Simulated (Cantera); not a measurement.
Input: 1 mol CO, 2.3 mol NH₃, 0.18 mol N₂, at 94.0 bar.

Method: chemical equilibrium by Gibbs-energy minimisation in Cantera with the NASA 1993 tables (ideal gas, pure condensed phases). Candidate condensed phases: C, C₆H₆, C₇H₈, C₈H₁₈, H₂O; 136 gas species. The ideal-gas law is rough above about 30 bar. Equilibrium is a limit: real reactors are often held back by kinetics, nucleation or transport.

Task: At 2973 K, list the 5 most abundant gas species with their mole fractions, and the condensed phases.

Result: H₂ 0.585, N₂ 0.228, CO 0.170, H 0.0115, H₂O 0.00269. Condensed: gas only.
